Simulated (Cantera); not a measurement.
**Reactions in the system C-N-O-Ta**

Cantera with NASA thermochemical tables; ideal gases at 1 bar, condensed phases pure. Values are per mole of reaction as written; species without (g) are pure solids or liquids, kept so even where they would boil at 1 bar. TaC: taken at fixed stoichiometry.

2 TaC + 9 N2O(g) → 2 CO2(g) + Ta2O5 + 9 N2(g)

```json
[
 {"T (K)": "1850", "ΔH° (kJ)": "-3292.6", "ΔS° (J/K)": "231.2", "ΔG° (kJ)": "-3720.3", "log10 K": "105.04", "condensed phases": "TaC(s), Ta2O5(s)"},
 {"T (K)": "1950", "ΔH° (kJ)": "-3295.1", "ΔS° (J/K)": "229.9", "ΔG° (kJ)": "-3743.4", "log10 K": "100.27", "condensed phases": "TaC(s), Ta2O5(s)"},
 {"T (K)": "2050", "ΔH° (kJ)": "-3297.8", "ΔS° (J/K)": "228.6", "ΔG° (kJ)": "-3766.3", "log10 K": "95.96", "condensed phases": "TaC(s), Ta2O5(s)"},
 {"T (K)": "2150", "ΔH° (kJ)": "-3176.4", "ΔS° (J/K)": "287.5", "ΔG° (kJ)": "-3794.5", "log10 K": "92.19", "condensed phases": "TaC(s), Ta2O5(l)"},
 {"T (K)": "2250", "ΔH° (kJ)": "-3175.0", "ΔS° (J/K)": "288.1", "ΔG° (kJ)": "-3823.3", "log10 K": "88.76", "condensed phases": "TaC(s), Ta2O5(l)"},
 {"T (K)": "2350", "ΔH° (kJ)": "-3173.9", "ΔS° (J/K)": "288.6", "ΔG° (kJ)": "-3852.2", "log10 K": "85.62", "condensed phases": "TaC(s), Ta2O5(l)"},
 {"T (K)": "2450", "ΔH° (kJ)": "-3172.9", "ΔS° (J/K)": "289.0", "ΔG° (kJ)": "-3881.1", "log10 K": "82.74", "condensed phases": "TaC(s), Ta2O5(l)"}
]
```

NO2(g) + TaC → TaO2(g) + C + N(g)

```tsv
T (K)	ΔH° (kJ)	ΔS° (J/K)	ΔG° (kJ)	log10 K
1850	371.6	147.9	98.1	-2.77
1950	370.3	147.2	83.3	-2.23
2050	368.9	146.5	68.6	-1.75
2150	367.5	145.8	54.0	-1.31
2250	366.0	145.1	39.5	-0.92
2350	364.4	144.4	25.0	-0.56
2450	362.7	143.7	10.6	-0.23
```
